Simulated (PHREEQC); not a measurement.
1 kg of water holding 0.034 mol NaOH, 0.21 mol NaCl, 0.58 mol Na2SO4 and 0.15 mol Na2CO3 is evaporated at 25 °C; the solids stay in contact with the brine. CO2 is held at log p = -3.4 (atm). Solids allowed: Burkeite, Halite, Mirabilite, Nahcolite, Natron, Thenardite, Trona. Others were left out.

The series has 16 steps of water left (kg), from 0.9996 to 0.04912.

The numbers come from PHREEQC with the Pitzer model, pitzer.dat.

Which solids form, in which order, and at which step of the series does each first stand?

Mirabilite from water left = 0.2934 kg (pH 9.80), last present at water left = 0.125 kg; Thenardite from water left = 0.125 kg (pH 9.88); Trona from water left = 0.1152 kg (pH 9.88).
